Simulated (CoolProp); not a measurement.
R141b along the isotherm 461.1 K: Z from the reference equation and from simpler models built on Tc = 477.5 K, pc = 4.212 MPa, ω = 0.220; each cubic takes its own stable root.

The numbers come from the reference Helmholtz-energy equation of state, Lemmon 2006 in CoolProp. It is a short technical equation, of lower accuracy than the large ones.

| p (MPa) | phase | reference | Pitzer virial | van der Waals | Peng-Robinson |
|---|---|---|---|---|---|
| 0.175 | gas | 0.9846 | 0.9838 | 0.9864 | 0.9823 |
| 0.351 | gas | 0.9687 | 0.9675 | 0.9724 | 0.9642 |
| 0.526 | gas | 0.9525 | 0.9513 | 0.9582 | 0.9458 |
| 0.702 | gas | 0.9356 | 0.9350 | 0.9435 | 0.9269 |
| 0.877 | gas | 0.9183 | 0.9188 | 0.9284 | 0.9077 |
| 1.05 | gas | 0.9006 | 0.9028 | 0.9131 | 0.8882 |
| 1.23 | gas | 0.8815 | 0.8861 | 0.8967 | 0.8673 |
| 1.4 | gas | 0.8627 | 0.8704 | 0.8806 | 0.8471 |
| 1.58 | gas | 0.8419 | 0.8537 | 0.8629 | 0.8249 |
| 1.75 | gas | 0.8214 | 0.8380 | 0.8456 | 0.8033 |
| 1.93 | gas | 0.7986 | 0.8213 | 0.8265 | 0.7794 |
| 2.11 | gas | 0.7744 | 0.8047 | 0.8064 | 0.7544 |
